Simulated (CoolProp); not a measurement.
Saturation properties of octamethyltrisiloxane (MDM) (Tc = 565.4 K, pc = 1438 kPa, ω = 0.528).

Computed with CoolProp (reference Helmholtz-energy equation of state, Thol 2017).

```
T (K)  p (kPa)  vapour density (kg/m³)  enthalpy of vaporisation (kJ/kg)  liquid cp (kJ/(kg K))
-----  -------  ----------------------  --------------------------------  ---------------------
395.2    42.25                   3.166                             165.8                  2.029
398.9    47.42                   3.534                             164.3                  2.038
402.5    52.92                   3.923                             162.7                      ?
406.2    59.09                   4.358                             161.2                  2.058
409.8    65.62                   4.817                             159.6                  2.068
413.5    72.90                   5.328                             158.0                      ?
417.2    80.81                   5.882                             156.4                  2.089
420.8    89.13                   6.464                             154.8                  2.099
424.5    98.36                   7.109                             153.1                  2.109
428.2    108.3                   7.805                                 ?                  2.119
431.8    118.7                   8.534                             149.7                  2.130
435.5    130.2                   9.339                             148.0                  2.140
439.2    142.6                   10.20                             146.2                  2.151
442.8    155.4                   11.11                             144.5                  2.162
```

### Question
Some entries are withheld; supply them.

### Answer

- 402.5, liquid cp (kJ/(kg K)): 2.048
- 413.5, liquid cp (kJ/(kg K)): 2.078
- 428.2, enthalpy of vaporisation (kJ/kg): 151.4

It boils at 425.6 K under 1 atm.
